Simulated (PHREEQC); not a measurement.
Dissolve 0.062 mol/kgw HF and 0.11 mol/kgw CsF at 25 °C. Closed to the air; pH follows from the charge balance.

Equilibrium calculation in PHREEQC: ion-association model, wateq4f.dat.

```tsv
quantity	before	after
pH	3.43	3.25
ionic strength (mol/kgw)	0.110	0.111
HF (mol/kgw)	0.0388	0.0558
HF2- (mol/kgw)	0.0146	0.0199
H2F2 (mol/kgw)	0.00403	0.00831
```

What was changed between the two runs?
A. 0.13 mol/kgw NH4HSO4 added
B. HF from 0.062 to 0.093 mol/kgw
C. CsF from 0.11 to 0.165 mol/kgw
D. HF from 0.062 to 0.62 mol/kgw
E. CsF from 0.11 to 0.055 mol/kgw

B, HF from 0.062 to 0.093 mol/kgw

Precipitation was switched off in this run.
